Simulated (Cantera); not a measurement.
A freely propagating, adiabatic, planar premixed flame of C₂H₄ : O₂ : N₂ : CO₂ = 1 : 2 : 9 : 0.55 (molar parts), unburnt at 350 K and 760 Torr; mixture-averaged transport, grid criteria slope 0.08 and curve 0.16, no radiation.

Computed with Cantera and GRI-Mech 3.0 (53 species, 325 reactions). GRI-Mech 3.0 was tuned for natural gas; its chemistry of ethylene as a main component is partial and can be far from experiment. Burning velocities carry a grid error of a few per cent, more on coarse grids.

### Question
What does this change do: C2H4 1 to 0.76 parts?

### Answer
```
quantity                     before      after
------------------------  ---------  ---------
laminar burning velocity  49.8 cm/s  69.7 cm/s
thermal thickness          0.382 mm   0.313 mm
peak x(CH₄)                 0.00239    0.00160
peak x(C₂H)                 3.47e-6    2.23e-6
peak x(HCN)                 2.73e-5    3.64e-6
```
